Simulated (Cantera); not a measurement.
Equilibrium for aluminium nitride and oxide growth: Al + N2O + H2

Feed: 1 mol Al, 23 mol N2O, 61 mol H2, at 2000 °C and 0.100 bar.

Equilibrium computed with Cantera from the NASA thermochemical tables; the gas is ideal and each condensed phase is pure. Candidate condensed phases: Al, AlN, Al2O3, H2O; 35 gas species. Gases not in the tables: Al(OH)3. Equilibrium is a limit: real reactors are often held back by kinetics, nucleation or transport.

| Property | Result |
|---|---|
| x(H2) | 0.458 |
| x(N2) | 0.271 |
| x(H2O) | 0.252 |
| x(H) | 0.0180 |
| x(OH) | 0.00153 |
| x(NO) | 5.86e-5 |
| x(O) | 4.14e-5 |
| x(AlO2H) | 1.41e-5 |
| x(O2) | 9.54e-6 |
| n(Al2O3(s)) | 0.499 mol |
| gas amount | 84.83 mol |
| log10 activity of Al(l) (absent) | -6.35 |
